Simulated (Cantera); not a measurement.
Input: 1 mol Fe, 25 mol CO2, 94 mol H2, 10 mol NH3, held at 1475 °C and 10.0 bar.

Method: chemical equilibrium by Gibbs-energy minimisation in Cantera with the NASA 1993 tables (ideal gas, pure condensed phases). Candidate condensed phases: C, C6H6, C7H8, C8H18, Fe, Fe(CO)5, FeO, Fe(OH)2, Fe(OH)3, Fe2O3, Fe3O4, H2O; 140 gas species. Equilibrium is a limit: real reactors are often held back by kinetics, nucleation or transport.

Base state: H2 0.617, CO 0.167, H2O 0.167, N2 0.0360, CO2 0.0126, H 5.67e-5, NH3 3.00e-5, Fe(OH)2 1.05e-5 (mole fractions); condensed: Fe(δ).

Problem. What changes in the equilibrium state with this change: temperature from 1475 °C to 1000 °C?

Solution. 
```json
[
 {"species": "H2", "before": "0.617", "after": "0.623"},
 {"species": "H2O", "before": "0.167", "after": "0.160"},
 {"species": "CO", "before": "0.167", "after": "0.154"},
 {"species": "CO2", "before": "0.0126", "after": "0.0239"},
 {"species": "N2", "before": "0.0360", "after": "0.0361"},
 {"species": "Fe(OH)2", "before": "1.05e-5", "after": "1.55e-7"},
 {"species": "CH4", "before": "8.03e-6", "after": "0.00261"},
 {"species": "H", "before": "5.67e-5", "after": "1.78e-7"},
 {"species": "NH3", "before": "3.00e-5", "after": "0.000129"},
 {"species": "Fe(δ), mol", "before": "0.998", "after": "0"},
 {"species": "Fe(γ), mol", "before": "0", "after": "1.000"}
]
```
